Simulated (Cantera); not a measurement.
A Cantera script and what it prints.

```python
import numpy as np
import cantera as ct

gas_names = """
    Fe H H2 H2S S SH S2 S8
""".split()
cond_names = """
    Fe(a) Fe(c) Fe(d) Fe(L) FeS(a) FeS(b) FeS(c) FeS(L) FeS2(s) S(cr1) S(cr2) S(L)
""".split()


def load(file, names, dense=False):
    # The tables refer to 1 bar. Condensed volumes are neglected.
    table = {s.name: s for s in ct.Species.list_from_file(file)}
    out = []
    for n in names:
        d = dict(table[n].input_data)
        d["thermo"] = dict(d["thermo"], **{"reference-pressure": 1e5})
        if dense:
            d["equation-of-state"] = {"model": "constant-volume", "density": "1e6 g/cm^3"}
        out.append(ct.Species.from_dict(d))
    return out


gas = ct.Solution(thermo="ideal-gas", species=load("nasa_gas.yaml", gas_names))
cond = {s.name: ct.Solution(thermo="fixed-stoichiometry", species=[s], name=s.name)
        for s in load("nasa_condensed.yaml", cond_names, dense=True)}
atoms = {
    'FeS2': {'Fe': 1, 'S': 2},
    'H2': {'H': 2},
}
top_T = {'FeS2(s)': 1010}  # K; cautious upper limits of use, not melting points


def equilibrate(T, P, feed):
    n = {}
    for name, mol in feed.items():
        for a, k in atoms[name].items():
            n[a] = n.get(a, 0.0) + k * mol
    gas.TPX = T, P, n
    mass = sum(n.values()) * gas.mean_molecular_weight
    gas.equilibrate("TP")
    valid = [c for c in cond.values() if c.min_temp <= T <= top_T.get(c.name, c.max_temp)]
    mix = ct.Mixture([(gas, mass / gas.mean_molecular_weight)] + [(c, 0.0) for c in valid])
    mix.T, mix.P = T, P
    mix.equilibrate("TP", solver="vcs", rtol=1e-11, max_steps=5000)
    return mix


results = []
feed = {'FeS2': 1, 'H2': 2100}  # mol
T = 2148.15  # K
P = 13332.2  # Pa
mix = equilibrate(T, P, feed)
results.append((T, P, feed, dict(zip(mix.species_names, mix.species_moles))))
print(gas.report(threshold=0.0001))
for i in range(1, mix.n_phases):
    print(f"{mix.phase(i).name:16s} {mix.phase_moles(i):12.5e} mol")
```

Output:

```
       temperature   2148.2 K
          pressure   13332 Pa
           density   0.0015376 kg/m^3
  mean mol. weight   2.0598 kg/kmol
   phase of matter   gas

                          1 kg             1 kmol
                     ---------------   ---------------
          enthalpy        2.9421e+07        6.0603e+07  J
   internal energy         2.075e+07        4.2742e+07  J
           entropy        1.0097e+05        2.0799e+05  J/K
    Gibbs function       -1.8749e+08        -3.862e+08  J
 heat capacity c_p             16762             34527  J/K
 heat capacity c_v             12726             26213  J/K

                      mass frac. Y      mole frac. X     chem. pot. / RT
                     ---------------   ---------------   ---------------
                Fe          0.012827        0.00047314           -11.347
                 H          0.005555          0.011352           -10.869
                H2           0.96623           0.98724           -21.738
               H2S         0.0084416        0.00051028           -40.927
                SH         0.0054034        0.00033659           -30.057
     [   +3 minor]         0.0015472        8.7231e-05

Fe(L)             0.00000e+00 mol
FeS(L)            0.00000e+00 mol
S(L)              0.00000e+00 mol
```

Method: chemical equilibrium by Gibbs-energy minimisation in Cantera with the NASA 1993 tables (ideal gas, pure condensed phases).
